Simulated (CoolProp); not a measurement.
Saturated liquid density (kg/m³) of propane: the reference equation beside estimates from Tc = 96.7 °C, pc = 4.251 MPa, ω = 0.152. Rackett uses Z = 0.29056 − 0.08775 ω.

Model: reference Helmholtz-energy equation of state, Lemmon 2009, in CoolProp.

```csv
T (°C),reference,Rackett,van der Waals,Redlich-Kwong,Soave-Redlich-Kwong,Peng-Robinson
-80.85,623.7,622.3,395.1,585.9,590.7,665.2
-69.65,611.6,610.5,388.0,574.1,579.9,653.7
-58.55,599.5,598.4,380.7,561.7,568.5,641.4
-47.35,586.9,585.9,373.0,548.4,556.2,628.2
-36.15,573.9,572.9,365.0,534.4,543.1,614.0
-25.05,560.7,559.5,356.5,519.7,529.3,598.9
-13.85,546.7,545.5,347.6,503.8,514.2,582.4
-2.75,532.3,531.0,338.2,487.1,498.2,564.6
8.45,516.9,515.5,328.1,469.0,480.6,545.0
19.55,500.7,499.2,317.4,449.8,461.7,523.8
30.75,483.2,481.6,305.7,428.7,440.7,500.1
41.85,464.2,462.6,293.0,405.8,417.8,473.8
```

Absolute difference from the reference over all 12 rows, mean and median: Rackett 0.2 and 0.2 %, van der Waals 36.6 and 36.5 %, Redlich-Kwong 8.2 and 7.6 %, Soave-Redlich-Kwong 6.5 and 5.8 %, Peng-Robinson 5.8 and 6.6 %.
